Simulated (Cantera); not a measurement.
Mixture: 18.2 % H2, 9.57 % O2, 63.1 % N2, 9.10 % H2O, at 12.0 bar, adiabatic and at constant volume. Ignition delay is the time to a rise of 400 K.

Computed with Cantera and GRI-Mech 3.0 (53 species, 325 reactions). The hydrogen kinetics of GRI-Mech 3.0 are dated; newer H2 mechanisms differ, most at raised pressure. The pressure lies above the range GRI-Mech 3.0 was tuned for (to about 10 atm). Where the delays flatten at high temperature, the 400 K rule measures the pace of heat release, not the induction time.

Task: Predict: delay at 1025 K; delay at 1225 K; delay at 1425 K; delay at 1625 K; delay at 1825 K; apparent activation energy between 1625 and 1825 K.

Result: 
```json
{
  "delay at 1025 K": "6.71 ms",
  "delay at 1225 K": "0.164 ms",
  "delay at 1425 K": "4.62 µs",
  "delay at 1625 K": "1.44 µs",
  "delay at 1825 K": "0.858 µs",
  "apparent activation energy between 1625 and 1825 K": "64 kJ/mol"
}
```
